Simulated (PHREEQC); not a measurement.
Make-up at 20 °C: 0.007 mol Cu(NO3)2 and 0.011 mol H2SO4 per kg of water. Closed to the air; pH follows from the charge balance.

Equilibrium calculation in PHREEQC: ion-association model, phreeqc.dat.

Precipitation was switched off in this run.

Question: Predict the pH.

Answer: pH 1.81.

Question: In which forms is S present?

Answer: SO4-2 48 %, HSO4- 38 %, CuSO4 13 % of the S.
